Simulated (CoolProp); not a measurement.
A single-stage vapour-compression cycle with the fluid: evaporating at 327.15 K (dew point), condensing at 349.15 K (bubble point), superheat 8 K, subcooling 2 K, compressor efficiency 0.65, no pressure losses. The same conditions are run with several fluids, on thermodynamics alone (safety and materials aside).

The numbers come from the reference Helmholtz-energy equation of state of each fluid (the fluoroketone C6F12O (FK-5-1-12): McLinden 2015; R1336mzz(Z): McLinden 2020; isohexane: Lemmon 2006; neopentane: Lemmon 2006; ethanol: Schroeder 2014; n-heptane: Span 2003) in CoolProp.

Problem. Rank the fluoroketone C6F12O (FK-5-1-12), R1336mzz(Z), isohexane, neopentane, ethanol, n-heptane by cooling COP, highest first.

Solution. ethanol (9.16), n-heptane (9.08), isohexane (9.00), R1336mzz(Z) (8.83), neopentane (8.63), the fluoroketone C6F12O (FK-5-1-12) (8.43)

```csv
fluid,pressure ratio,discharge temperature (K),refrigerating effect (kJ/kg),volumetric capacity (kJ/m³)
the fluoroketone C6F12O (FK-5-1-12),1.97,349.1,70.9,1030
R1336mzz(Z),1.90,355.3,136,1760
isohexane,1.97,354.3,294,782
neopentane,1.70,354.0,242,2770
ethanol,2.59,392.3,843,502
n-heptane,2.25,354.6,313,254
```

The compression ends wet for: the fluoroketone C6F12O (FK-5-1-12).
